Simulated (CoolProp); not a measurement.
The fluid at 293.15 K and 1.54 MPa is throttled through a valve to 1.05 MPa with no heat exchange. The same conditions are run with several fluids, on thermodynamics alone (safety and materials aside).

Computed with CoolProp (reference Helmholtz-energy equation of state of each fluid (propylene: Lemmon 2013; tetrahydrofuran: Fiedler 2023; fluoroethane (R161): Wu 2012; c-C4F8 (RC318): Platzer 1990; R141b: Lemmon 2006)). The equations of Platzer and Polt are older, rougher fits.

| fluid | temperature change (K) | final density (kg/m³) |
|---|---|---|
| propylene | +0.0 | (withheld) |
| tetrahydrofuran | +0.2 | (withheld) |
| fluoroethane (R161) | +0.0 | (withheld) |
| c-C4F8 (RC318) | (withheld) | (withheld) |
| R141b | +0.2 | (withheld) |

Task: Fill in the missing entries.

Result: 
- propylene, final density (kg/m³): 515
- tetrahydrofuran, final density (kg/m³): 888
- fluoroethane (R161), final density (kg/m³): 722
- c-C4F8 (RC318), temperature change (K): +0.1
- c-C4F8 (RC318), final density (kg/m³): 1520
- R141b, final density (kg/m³): 1250
